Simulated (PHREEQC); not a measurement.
# Buffer: speciation

Consider water at 20 °C with 0.13 mol H3PO4 and 0.0027 mol NaF per kg of water. Closed to the air; pH follows from the charge balance.

Equilibrium calculation in PHREEQC: ion-association model, wateq4f.dat.

The pH is 1.59 and the ionic strength is 0.0323 mol/kgw. The total alkalinity is -130 meq/kg.

| species | molality | activity | log γ |
|---|---|---|---|
| H3PO4 | 0.0978 | 0.0985 | 0.003 |
| H2PO4- | 0.0322 | 0.0275 | -0.069 |
| H+ | 0.0296 | 0.0258 | -0.059 |
| Na+ | 0.00270 | 0.00229 | -0.071 |
| HF | 0.00257 | 0.00259 | 0.003 |
| F- | 8.69e-5 | 7.30e-5 | -0.075 |
| H2F2 | 2.07e-5 | 2.09e-5 | 0.003 |
| HF2- | 8.28e-7 | 6.96e-7 | -0.075 |
| HPO4-2 | 1.23e-7 | 6.42e-8 | -0.281 |
| NaF | 9.56e-8 | 9.63e-8 | 0.003 |

No solid was allowed to form. Complexes and solids missing from the database can't appear. H3PO4, which wateq4f.dat lacks, is added to it with the constant of phreeqc.dat.
